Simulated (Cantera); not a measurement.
A closed system holds: 1 mol SiF4, 0.11 mol O3, held at 1502 °C and 0.308 Torr.

Method: chemical equilibrium by Gibbs-energy minimisation in Cantera with the NASA 1993 tables (ideal gas, pure condensed phases). Candidate condensed phases: Si, SiO2; 17 gas species. The tables' values for SiF3 are old estimates; treat these amounts as uncertain. Rates play no part.

Base state: SiF4 0.856, O2 0.141, O 0.00177, F 0.000804, SiF3 0.000781 (mole fractions); condensed: gas only.

Problem. What changes in the equilibrium state with this change: SiF4 replaced by Si2H6?

Solution. 
| species | before | after |
|---|---|---|
| H2 | 0 | 0.883 |
| SiO | 3.92e-6 | 0.0979 |
| H | 0 | 0.0134 |
| SiF4 | 0.856 | 0 |
| O2 | 0.141 | <1e-9 |
| Si | <1e-9 | 0.00535 |
| O | 0.00177 | <1e-9 |
| F | 0.000804 | 0 |
| SiF3 | 0.000781 | 0 |
| SiH | 0 | 0.000125 |
| Si(l), mol | 0 | 1.65 |
The feed counts by its element totals alone. Gases not in the tables: Si2H6 and higher silanes. Further candidate phases: H2O.

Problem. What changes in the equilibrium state with this change: O3 from 0.11 to 0.76 mol?

Solution. 
```
species    before     after
-------  --------  --------
O2          0.141     0.530
SiF4        0.856     0.466
O         0.00177   0.00344
SiF3     0.000781  0.000521
F        0.000804  0.000655
```
